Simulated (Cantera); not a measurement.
A closed system holds: 1 mol C3H6, a varied amount of H2, at 725 K and 1.00 bar.

Method: chemical equilibrium by Gibbs-energy minimisation in Cantera with the NASA 1993 tables (ideal gas, pure condensed phases). Candidate condensed phases: C, C6H6, C7H8, C8H18; 76 gas species. Kinetics and transport are ignored.

x: gas mole fraction; n: condensed amount in mol.

| n(H2) (mol) | x H2 | x CH4 | x C2H6 | x C2H4 | n C(graphite) |
|---|---|---|---|---|---|
| 2 | 0.355 | 0.645 | 7.76e-6 | 1.20e-8 | 1.04 |
| 2.7 | 0.355 | 0.645 | 7.76e-6 | 1.20e-8 | 0.764 |
| 3.6 | 0.355 | 0.645 | 7.76e-6 | 1.20e-8 | 0.411 |
| 4.7 | 0.362 | 0.638 | 7.44e-6 | 1.12e-8 | 0 |
| 6.3 | 0.524 | 0.476 | 2.86e-6 | 2.98e-9 | 0 |
| 8.4 | … | … | … | … | 0 |
| 11 | 0.727 | 0.273 | 6.76e-7 | 5.08e-10 | 0 |
| 15 | 0.800 | 0.200 | 3.30e-7 | 2.26e-10 | 0 |
| 20 | 0.850 | 0.150 | 1.75e-7 | 1.12e-10 | 0 |

Task: Some entries are withheld; supply them.

Result: 
- 8.4, x H2: 0.643
- 8.4, x CH4: 0.357
- 8.4, x C2H6: 1.31e-6
- 8.4, x C2H4: 1.11e-9
